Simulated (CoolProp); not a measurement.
Vapour-liquid equilibrium of benzene (1) + cyclohexane (2) at 1.57 MPa; x and y are mole fractions of (1).

Computed with CoolProp (multi-fluid Helmholtz-energy mixture model, Thol 2012 and Zhou 2014; pair parameters Bell 2016).

```tsv
x	bubble temperature, mixture model (K)	bubble temperature, Raoult's law (K)	y, mixture model	y, Raoult's law
0.05	482.1	482.8	0.060	0.053
0.15	480.3	482.4	0.172	0.159
0.25	478.9	481.9	0.276	0.263
0.35	477.8	481.5	0.375	0.366
0.45	477.1	481.0	0.468	0.467
0.55	476.6	480.6	0.560	0.567
0.65	476.4	480.2	0.650	0.665
0.75	476.6	479.7	0.743	0.762
0.85	477.1	479.3	0.839	0.858
0.95	478.0	478.9	0.944	0.953
```

The largest gap from Raoult's law is -4.0 K in bubble temperature, at x = 0.55. y crosses x between x = 0.65 and 0.75: the model has an azeotrope there.

Pair parameters are fitted to limited data, so mixtures are less certain than the pure fluids.
